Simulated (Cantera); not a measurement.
Cantera run, input and output.

```python
import numpy as np
import cantera as ct

gas = ct.Solution("gri30.yaml")
gas.TPX = 1525, 620000, {'CH4': 1, 'CO2': 0.37, 'H2': 1.8}
reactor = ct.IdealGasConstPressureReactor(gas, energy="off", clone=False)
net = ct.ReactorNet([reactor])
net.rtol, net.atol = 1e-08, 1e-18
show = ['CH4', 'CO2', 'H2', 'HCO', 'HO2', 'O2', 'C2H6']
times = np.geomspace(4e-06, 30, 9)

steps = ct.SolutionArray(gas, extra=["t"])
rows = []
print(f"{'t/s':>10s}{'T/K':>9s}{'P/Pa':>11s}" + "".join(f"{s:>11s}" for s in show))
for t in times:
    while net.time < t:
        t_next = net.step()
        steps.append(gas.state, t=t_next)
    rows.append([np.interp(t, steps.t, y) for y in (steps.T, steps.P, *steps(*show).X.T)])
    print(f"{t:10.3e}{rows[-1][0]:9.1f}{rows[-1][1]:11.4g}" + "".join(f"{x:11.3e}" for x in rows[-1][2:]))
rate = np.gradient(steps.T, steps.t)
print("integrator steps:", len(steps.t))
if steps.T.max() > steps.T[0] + 200:
    print(f"time of steepest temperature rise: {steps.t[rate.argmax()]:.4e} s")
gas.TPX = 1525, 620000, {'CH4': 1, 'CO2': 0.37, 'H2': 1.8}
gas.equilibrate("TP")
print(f"equilibrium (TP): T = {gas.T:.1f} K  " + "  ".join(f"{s} {gas[s].X[0]:.3e}" for s in show))
```

It prints:

```
       t/s      T/K       P/Pa        CH4        CO2         H2        HCO        HO2         O2       C2H6
 4.000e-06   1525.0    6.2e+05  3.154e-01  1.167e-01  5.678e-01  2.111e-15  1.072e-17  6.105e-19  1.840e-08
 2.894e-05   1525.0    6.2e+05  3.154e-01  1.167e-01  5.678e-01  9.826e-13  8.826e-17  5.783e-17  4.741e-06
 2.093e-04   1525.0    6.2e+05  3.152e-01  1.165e-01  5.678e-01  2.079e-11  1.182e-16  9.589e-16  8.945e-05
 1.514e-03   1525.0    6.2e+05  3.136e-01  1.152e-01  5.675e-01  9.673e-11  1.354e-16  7.273e-15  2.088e-04
 1.095e-02   1525.0    6.2e+05  3.031e-01  1.054e-01  5.653e-01  5.749e-10  1.781e-16  2.383e-14  2.389e-04
 7.925e-02   1525.0    6.2e+05  2.558e-01  5.406e-02  5.495e-01  3.466e-09  2.303e-16  3.482e-14  3.127e-04
 5.733e-01   1525.0    6.2e+05  2.226e-01  7.452e-03  5.301e-01  6.637e-09  8.754e-17  2.177e-14  3.479e-04
 4.147e+00   1525.0    6.2e+05  2.121e-01  6.575e-03  5.511e-01  7.685e-09  5.665e-17  1.471e-14  3.042e-04
 3.000e+01   1525.0    6.2e+05  1.762e-01  3.298e-03  6.126e-01  1.072e-08  9.044e-18  2.590e-15  1.892e-04
integrator steps: 917
equilibrium (TP): T = 1525.0 K  CH4 1.425e-01  CO2 4.923e-06  H2 6.622e-01  HCO 1.317e-08  HO2 1.667e-23  O2 5.677e-21  C2H6 1.146e-04
```

Detailed kinetics in Cantera: GRI-Mech 3.0 (53 species, 325 reactions). GRI-Mech 3.0 stops at C3 and has no aromatics, soot or wall deposition, so with more carbon than oxygen in the feed, carbon stays in small species such as C2H2 where larger ones or solid carbon would form.
